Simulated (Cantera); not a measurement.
Cantera run:

```python
import numpy as np
import cantera as ct

gas_names = """
    H HO2 H2 H2O H2O2 H2S H2SO4 O OH O2 O3 S SH SO SO2 SO3 S2 S2O S8
""".split()
cond_names = """
    H2O(s) H2O(L) H2SO4(L) S(cr1) S(cr2) S(L)
""".split()


# ... load() reads the species with a 1 bar reference pressure and builds the phases ...
atoms = {
    'H2S': {'H': 2, 'S': 1},
    'O2': {'O': 2},
}
top_T = {}  # K; cautious upper limits of use, not melting points


# ... equilibrate(T, P, feed) seeds the gas with the atoms and calls Mixture.equilibrate('TP', solver="vcs", rtol=1e-11, max_steps=5000) ...
results = []
feed = {'H2S': 1, 'O2': 0.2}  # mol
P = 310000  # Pa
for T in [2100, 2150, 2200, 2250, 2300, 2350, 2400, 2450, 2500, 2550]:
    mix = equilibrate(T, P, feed)
    results.append((T, P, feed, dict(zip(mix.species_names, mix.species_moles))))

top = {s: max(r[3][s] / sum(r[3][g] for g in gas_names) for r in results) for s in gas_names}
cols = sorted((s for s in top if top[s] > 1e-06), key=lambda s: -top[s])[:9]
seen = [c for c in cond_names if any(r[3].get(c, 0) > 1e-12 for r in results)]
print("log10 of partial pressures in bar; condensed amounts in mol")
print(f"{'T/K':>10s}" + "".join(f"{s[:9]:>10s}" for s in cols + seen))
for T, P, feed, n in results:
    ng = sum(n[g] for g in gas_names)
    print(f"{T:10.4g}" + "".join(f"{np.log10(max(n[s] / ng * P / 1e5, 1e-99)):10.3f}" for s in cols)
          + "".join(f"{n.get(c, 0):10.4g}" for c in seen))
```

Result:

```
log10 of partial pressures in bar; condensed amounts in mol
       T/K        H2        S2       H2O       H2S        SH        SO       SO2         S         H
      2100    -0.016    -0.089    -0.109    -0.402    -1.107    -1.633    -1.500    -2.271    -2.515
      2150    -0.003    -0.089    -0.119    -0.441    -1.057    -1.545    -1.464    -2.145    -2.376
      2200     0.009    -0.091    -0.129    -0.480    -1.011    -1.462    -1.431    -2.025    -2.245
      2250     0.020    -0.093    -0.140    -0.518    -0.968    -1.384    -1.401    -1.912    -2.119
      2300     0.030    -0.097    -0.152    -0.555    -0.928    -1.310    -1.373    -1.803    -1.999
      2350     0.039    -0.101    -0.164    -0.593    -0.890    -1.240    -1.348    -1.700    -1.885
      2400     0.046    -0.107    -0.177    -0.630    -0.855    -1.175    -1.326    -1.602    -1.775
      2450     0.053    -0.114    -0.190    -0.666    -0.823    -1.113    -1.307    -1.508    -1.670
      2500     0.059    -0.122    -0.205    -0.703    -0.793    -1.056    -1.291    -1.419    -1.570
      2550     0.064    -0.131    -0.220    -0.739    -0.765    -1.002    -1.278    -1.334    -1.474
```

Equilibrium computed with Cantera from the NASA thermochemical tables; the gas is ideal and each condensed phase is pure.
